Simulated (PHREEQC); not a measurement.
**Phosphoric acid bath with mixed reagents: speciation**

Solution A (0.0013 mol/kgw KH2PO4 and 0.2 mol/kgw HCl) is mixed with solution B (0.0015 mol/kgw KHF2, 7.1e-05 mol/kgw NH4F and 0.00036 mol/kgw KOH) at 20 °C; shares are by mass of water, 1 kg in all. Oxygen is held at 0.21 atm. No CO2 enters from the air. Solids allowed: Sylvite. Others were left out.

The series has 11 steps of share of solution B, from 0 to 1.

All values are PHREEQC results (ion-association model, phreeqc.dat), not measurements.

Problem. Between which two steps does the pH jump most, and from what to what?

Solution. Between share of solution B = 0.9 and 1: from 1.79 to 3.54.
